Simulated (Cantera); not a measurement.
Feed: 1 mol MgO, 4.1 mol CH₄, 0.52 mol CO, at 2302 °C and 10.0 mbar.

Method: chemical equilibrium by Gibbs-energy minimisation in Cantera with the NASA 1993 tables (ideal gas, pure condensed phases). Candidate condensed phases: C, C₆H₆, C₇H₈, C₈H₁₈, H₂O, Mg, MgCO₃, MgO, Mg(OH)₂; 116 gas species. The tables' values for MgH are old estimates; treat these amounts as uncertain. Equilibrium is a limit: real reactors are often held back by kinetics, nucleation or transport.

Base state: H₂ 0.533, H 0.253, CO 0.124, Mg 0.0813, C₂H₂ (acetylene) 0.00784, C₂H 0.000312, C₃ 0.000154, MgH 0.000122 (mole fractions); condensed: C(graphite).

Q: What changes in the equilibrium state with this change: MgO replaced by SiO₂?

A: 
```csv
species,before,after
H₂,0.533,0.488
H,0.253,0.242
CO,0.124,0.189
Mg,0.0813,0
Si,0,0.0523
SiC₂,0,0.0167
Si₂C,0,0.00203
SiO,0,0.00110
SiH,0,0.000864
MgH,0.000122,0
Si₂,0,9.92e-5
"C(graphite), mol",2.89,1.43
```
Gases not in the tables: Si₂H₆ and higher silanes. Further candidate phases: Si, SiC, SiO₂.

Q: What changes in the equilibrium state with this change: temperature from 2302 °C to 2175 °C?

A: 
```
species             before    after
----------------  --------  -------
H₂                   0.533    0.621
H                    0.253    0.157
CO                   0.124    0.131
Mg                  0.0813   0.0858
C₂                 1.44e-5  1.98e-6
C₃                0.000154  2.17e-5
C                  4.53e-5  8.02e-6
C(graphite), mol      2.89     2.97
```
